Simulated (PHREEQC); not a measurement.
Make-up at 20 °C: 0.002 mol/kgw MnSO4. Closed to the air; pH follows from the charge balance.

The numbers come from PHREEQC with the ion-association model, wateq4f.dat.

Precipitation was switched off in this run.

Q: Predict the pH, ionic strength.

A: pH 6.80; ionic strength 0.00700 mol/kgw.

Q: In which forms is Mn present?

A: Mn+2 87 %, MnSO4 13 % of the Mn.

Complexes and solids missing from the database can't appear.
